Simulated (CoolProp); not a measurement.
Vapour-liquid equilibrium of ethane (1) + C2F6 (R116) (2) at -22.75 °C; x and y are mole fractions of (1).

The numbers come from the multi-fluid Helmholtz-energy mixture model, Bücker 2006 and Lemmon 2006; pair parameters Bell 2016 in CoolProp.

| x | bubble pressure, mixture model (MPa) | bubble pressure, Raoult's law (MPa) | y, mixture model | y, Raoult's law |
|---|---|---|---|---|
| 0.05 | 1.052 | 0.9798 | 0.109 | 0.067 |
| 0.2 | 1.294 | 1.033 | 0.343 | 0.255 |
| 0.35 | 1.462 | 1.086 | 0.485 | 0.424 |
| 0.5 | 1.555 | 1.139 | 0.581 | 0.578 |
| 0.65 | 1.587 | 1.192 | 0.658 | 0.717 |
| 0.8 | 1.561 | 1.245 | 0.744 | 0.845 |
| 0.95 | 1.418 | 1.298 | 0.901 | 0.963 |

The largest gap from Raoult's law is +36.5 % in bubble pressure, at x = 0.5. y crosses x between x = 0.65 and 0.8: the model has an azeotrope there.

The pair parameters rest on a limited set of measurements; away from them the model extrapolates.
